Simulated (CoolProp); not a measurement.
The numbers come from the reference Helmholtz-energy equation of state, Span 2003 in CoolProp. It is a short technical equation, of lower accuracy than the large ones.

Problem. Give the vapour pressure (kPa), vapour density (kg/m³), liquid viscosity (µPa s), liquid conductivity (mW/(m K)) of saturated n-heptane at 387.2 K.

Solution. 
```
T (K)  p (kPa)  vapour density (kg/m³)  liquid viscosity (µPa s)  liquid conductivity (mW/(m K))
-----  -------  ----------------------  ------------------------  ------------------------------
387.2      157                    5.27                       174                            97.1
```

Viscosity comes from a separate model (Michailidou 2014). Thermal conductivity comes from a separate model (Assael 2013).
